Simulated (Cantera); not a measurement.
A perfectly stirred reactor is fed with H₂ : O₂ = 0.44 : 1 (molar parts), equivalence ratio 0.22, at 2670 Pa; it is held at 1250 K, and followed from long to short residence time.

Cantera simulation using the H2/O2 subset of GRI-Mech 3.0, which has no nitrogen chemistry; the numbers are that mechanism's predictions, not measurements. Radical loss at walls, strong at low pressure, is not modelled. The temperature is held fixed by assumption; the heat of reaction is taken as removed at once.

One state of this run: x H₂ = 0.000212; x O₂ = 0.638; x OH = 0.00128; x O = 0.000445; x H₂O₂ = 3.13e-7. x: mole fraction; the columns are a selection and need not sum to one.

**Question.** Which value of τ (s) does it belong to?
A. 0.36
B. 1.3
C. 4.7
D. 0.028

**Answer.** C, 4.7
